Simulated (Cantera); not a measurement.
What does this Cantera script print?

```python
import numpy as np
import cantera as ct

gas_names = """
    CL CLO CL2 Fe FeCL FeCL2 FeCL3 FeO Fe(OH)2 Fe2CL4 Fe2CL6 H HCL HNO HNO2 HNO3 HOCL HO2 H2 H2O H2O2 N
    NH NH2 NH3 NH2OH NO NO2 NO3 N2 N2H2 N2H4 N2O O OH O2 O3
""".split()
cond_names = """
    Fe(a) Fe(c) Fe(d) Fe(L) FeCL2(s) FeCL2(L) FeCL3(s) FeCL3(L) FeO(s) FeO(L) Fe(OH)2(s) Fe(OH)3(s)
    Fe2O3(s) Fe3O4(s) H2O(s) H2O(L) NH4CL(a) NH4CL(b)
""".split()


# ... load() reads the species with a 1 bar reference pressure and builds the phases ...
atoms = {
    'Fe2O3': {'Fe': 2, 'O': 3},
    'HCl': {'H': 1, 'CL': 1},
    'N2': {'N': 2},
}
top_T = {'Fe2O3(s)': 1830, 'Fe3O4(s)': 1870}  # K; cautious upper limits of use, not melting points


# ... equilibrate(T, P, feed) seeds the gas with the atoms and calls Mixture.equilibrate('TP', solver="vcs", rtol=1e-11, max_steps=5000) ...
results = []
feed = {'Fe2O3': 1, 'HCl': 1.2, 'N2': 44}  # mol
P = 850  # Pa
for T in [1150, 1225, 1300, 1375, 1450, 1525, 1600, 1675]:
    mix = equilibrate(T, P, feed)
    results.append((T, P, feed, dict(zip(mix.species_names, mix.species_moles))))

top = {s: max(r[3][s] / sum(r[3][g] for g in gas_names) for r in results) for s in gas_names}
cols = sorted((s for s in top if top[s] > 0.001), key=lambda s: -top[s])[:8]
seen = [c for c in cond_names if any(r[3].get(c, 0) > 1e-12 for r in results)]
print("log10 of partial pressures in bar; condensed amounts in mol")
print(f"{'T/K':>10s}" + "".join(f"{s[:9]:>10s}" for s in cols + seen))
for T, P, feed, n in results:
    ng = sum(n[g] for g in gas_names)
    print(f"{T:10.4g}" + "".join(f"{np.log10(max(n[s] / ng * P / 1e5, 1e-99)):10.3f}" for s in cols)
          + "".join(f"{n.get(c, 0):10.4g}" for c in seen))
```

It prints:

```
log10 of partial pressures in bar; condensed amounts in mol
       T/K        N2       HCL       H2O     FeCL2        O2        CL  Fe2O3(s)  Fe3O4(s)
      1150    -2.082    -3.693    -4.940    -5.031    -5.826    -5.678    0.9743         0
      1225    -2.082    -3.721    -4.750    -4.811    -5.551    -5.468    0.9583         0
      1300    -2.083    -3.750    -4.627    -4.714    -4.781    -5.131    0.5027     0.297
      1375    -2.084    -3.786    -4.517    -4.614    -4.497    -4.941         0    0.6232
      1450    -2.084    -3.829    -4.418    -4.510    -4.494    -4.845         0    0.6115
      1525    -2.084    -3.878    -4.338    -4.427    -4.493    -4.764         0       0.6
      1600    -2.085    -3.931    -4.273    -4.362    -4.495    -4.695         0    0.5892
      1675    -2.085    -3.986    -4.222    -4.310    -4.499    -4.636         0    0.5794
```

Equilibrium computed with Cantera from the NASA thermochemical tables; the gas is ideal and each condensed phase is pure. Mutual solubility and eutectic melting of coexisting phases are not modelled.
